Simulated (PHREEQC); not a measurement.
A solution holds 0.045 mol Ba(NO3)2 and 0.034 mol Mn(NO3)2 per kg of water, at 25 °C. Closed to the air; pH follows from the charge balance.

All values are PHREEQC results (ion-association model, wateq4f.dat), not measurements.

Each row changes one thing in this solution. Precipitation was switched off in this run.

```csv
case,pH,ionic strength (mol/kgw)
as made,6.26,0.236
Mn(NO3)2 replaced by Pb(NO3)2 at the same molality,___,___
Mn(NO3)2 replaced by Sr(NO3)2 at the same molality,6.95,0.237
Ba(NO3)2 replaced by BaCl2 at the same molality,___,0.230
0.017 mol/kgw HCl added,___,0.251
```

Q: What belongs in the gaps?

A: 
- Mn(NO3)2 replaced by Pb(NO3)2 at the same molality, pH: 4.73
- Mn(NO3)2 replaced by Pb(NO3)2 at the same molality, ionic strength (mol/kgw): 0.211
- Ba(NO3)2 replaced by BaCl2 at the same molality, pH: 6.28
- 0.017 mol/kgw HCl added, pH: 1.87
